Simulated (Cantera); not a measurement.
Feed: 1 mol Si, 6.2 mol HBr, 43 mol H2, at 1330 Pa.

Cantera equilibrium calculation (NASA polynomials, part measured and part estimated; ideal gas, pure solids and liquids). Candidate condensed phases: Br2, Si; 19 gas species. The tables' values for SiBr3 are old estimates; treat these amounts as uncertain. Rates play no part.

**Question.** At 1075 K, list the 5 most abundant gas species with their mole fractions, and the condensed phases.

**Answer.** H2 0.917, HBr 0.0640, SiBr4 0.0116, SiBr2 0.00577, SiHBr3 0.00121. Condensed: Si(s).
